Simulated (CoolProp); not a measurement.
The fluid at 293.15 K and 12.2 MPa flows at 15 m/s in a round tube of 4.6 mm bore and 45 µm roughness, fully developed (64/Re and Nu = 3.66 if laminar; Colebrook and Gnielinski if turbulent). The same conditions are run with several fluids, on thermodynamics alone (safety and materials aside).

Computed with CoolProp (reference Helmholtz-energy equation of state of each fluid (R13: Platzer 1990; R124: de Vries 1995; methanol: de Reuck 1993; R245fa: Akasaka 2015; C3F8 (R218): Lemmon 2006)). The equations of Platzer and Polt are older, rougher fits.

```
fluid        Reynolds number  Darcy friction factor  pressure drop (Pa/m)  heat-transfer coefficient (W/(m² K))  mass flow (kg/h)
-----------  ---------------  ---------------------  --------------------  ------------------------------------  ----------------
R13                   741000                 0.0377               1070000                                 55900              1040
R124                  304000                 0.0378               1320000                                 43500                 …
methanol               88100                 0.0383                     …                                     …                 …
R245fa                     …                 0.0379                     …                                 40100                 …
C3F8 (R218)           393000                 0.0378               1350000                                     …              1310
```

Question: Complete the blanks.

Answer: 
- R124, mass flow (kg/h): 1280
- methanol, pressure drop (Pa/m): 751000
- methanol, heat-transfer coefficient (W/(m² K)): 40500
- methanol, mass flow (kg/h): 720
- R245fa, Reynolds number: 195000
- R245fa, pressure drop (Pa/m): 1280000
- R245fa, mass flow (kg/h): 1240
- C3F8 (R218), heat-transfer coefficient (W/(m² K)): 41100

Transport values come from each fluid's own correlations; those of R13, R124, R245fa, C3F8 (R218) are estimates that may be off by 10 % or more.
